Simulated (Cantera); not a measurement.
An isothermal, constant-pressure homogeneous reactor starts with 0.156 % CO, 0.830 % O2, 1.37 % H2O, 97.6 % N2, at 1200 K and 750000 Pa.

Model: GRI-Mech 3.0 (53 species, 325 reactions), integrated in Cantera.

One state of this run: x CO = 3.05e-5; x O2 = 0.00754; x H2O = 0.0137; x NO = 1.08e-9; x N2O = 3.37e-7. x: mole fraction; the columns are a selection and need not sum to one.

Which value of t (s) does it belong to?
A. 0.719
B. 0.0334
C. 0.258
D. 0.000200

C, 0.258
